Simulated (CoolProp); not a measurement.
CH3F (R41) at 249.92 K and 2.1 MPa is throttled through a valve to 1.46 MPa with no heat exchange. Each further row changes one setting.

Model: reference Helmholtz-energy equation of state, Lemmon 2006, in CoolProp. It is a short technical equation, of lower accuracy than the large ones.

```
case                       temperature change (K)  final phase  final density (kg/m³)
-------------------------  ----------------------  -----------  ---------------------
as stated                                    +0.0       liquid                      ?
outlet pressure 0.438 MPa                       ?            ?                      ?
outlet pressure 1.9 MPa                      +0.0       liquid                      ?
```

Q: What belongs in the gaps?

A: 
- as stated, final density (kg/m³): 752
- outlet pressure 0.438 MPa, temperature change (K): -23.8
- outlet pressure 0.438 MPa, final phase: two-phase, vapour fraction 0.121
- outlet pressure 0.438 MPa, final density (kg/m³): 67.7
- outlet pressure 1.9 MPa, final density (kg/m³): 753
